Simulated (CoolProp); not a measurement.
Vapour-liquid equilibrium of n-heptane (1) + o-xylene (2) at 0.349 MPa; x and y are mole fractions of (1).

Computed with CoolProp (multi-fluid Helmholtz-energy mixture model, Span 2003 and Zhou 2012; pair parameters Bell 2016).

### Question
Give the bubble temperature and the first vapour's composition at x = 0.125, 0.275, 0.575. Is there an azeotrope?

### Answer
x = 0.125: 185.9 °C, y = 0.297; x = 0.275: 175.2 °C, y = 0.519; x = 0.575: 160.8 °C, y = 0.776. No azeotrope shows between x = 0.05 and 0.95.

The pair parameters rest on a limited set of measurements; away from them the model extrapolates.
